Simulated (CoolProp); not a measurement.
Octamethylcyclotetrasiloxane (D4) along the isobar 0.919 bar: density (kg/m³) from the reference equation and from simpler models built on Tc = 313.4 °C, pc = 13.47 bar, ω = 0.598; each cubic takes its own stable root.

Model: reference Helmholtz-energy equation of state, Thol 2015, in CoolProp.

```csv
T (°C),phase,reference,van der Waals,Soave-Redlich-Kwong,Peng-Robinson
170.15,liquid,773.2,7.709,701.0,793.3
180.95,gas,7.731,7.508,7.692,7.717
191.75,gas,7.504,7.317,7.474,7.498
202.65,gas,7.292,7.135,7.268,7.292
213.45,gas,7.095,6.964,7.077,7.099
224.35,gas,6.909,6.799,6.895,6.917
235.15,gas,6.736,6.644,6.725,6.746
246.05,gas,6.572,6.495,6.563,6.583
256.85,gas,6.418,6.354,6.410,6.429
267.75,gas,6.271,6.217,6.264,6.283
278.55,gas,6.132,6.088,6.127,6.144
289.45,gas,6.000,5.964,5.994,6.011
300.25,gas,5.874,5.845,5.869,5.885
311.15,gas,5.753,5.730,5.749,5.764
321.95,gas,5.639,5.621,5.634,5.649
332.75,gas,5.530,5.516,5.525,5.539
```

At some of these states van der Waals gives the other phase, because its saturation line lies elsewhere.
